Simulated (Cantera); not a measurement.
A closed system holds: 1 mol Ta2O5, a varied amount of H2, held at 13.3 mbar.

Cantera equilibrium calculation (NASA polynomials, part measured and part estimated; ideal gas, pure solids and liquids). Candidate condensed phases: H2O, Ta, Ta2O5; 12 gas species. Mutual solubility and eutectic melting of coexisting phases are not modelled. Condensed phases not in the tables: N, O or C dissolved in the metal. Rates play no part.

Stable condensed phases, one row left out:

```
T in K \ n(H2) in mol
         0.92  1.9  3.8  7.7   16   32   65
   1598     A    A    B    B    B    B    B
   1573     A    A    B    B    B    B    B
   1548     A    A    B    B    B    B    B
   1523     A    A    A    B    B    B    B
   1498     A    A    A    B    B    B    B
   1473     A    A    A    B    B    B    B
   1423     A    A    A    A    B    B    B
   1398     A    A    A    A    B    B    B
   1373     A    A    A    A    A    B    B
   1348     A    A    A    A    A    B    B
   1323     A    A    A    A    A    B    B
```

A: Ta2O5; B: Ta + Ta2O5.

**Question.** Give the row for 1448 K.

**Answer.** 0.92: Ta2O5; 1.9: Ta2O5; 3.8: Ta2O5; 7.7: Ta2O5; 16: Ta + Ta2O5; 32: Ta + Ta2O5; 65: Ta + Ta2O5.
